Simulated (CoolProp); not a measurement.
The numbers come from the reference Helmholtz-energy equation of state, Lemmon 2006 in CoolProp. It is a short technical equation, of lower accuracy than the large ones.

### Question
For CH3F (R41), give the phase and the cp (kJ/(kg K)), cv (kJ/(kg K)), Joule-Thomson coefficient (K/MPa) at -44.25 °C and 0.101 MPa; 105.95 °C and 0.101 MPa.

### Answer
- -44.25 °C and 0.101 MPa: gas; cp 1.09, cv 0.814, Joule-Thomson coefficient 42.4
- 105.95 °C and 0.101 MPa: gas; cp 1.26, cv 1.01, Joule-Thomson coefficient 9.17
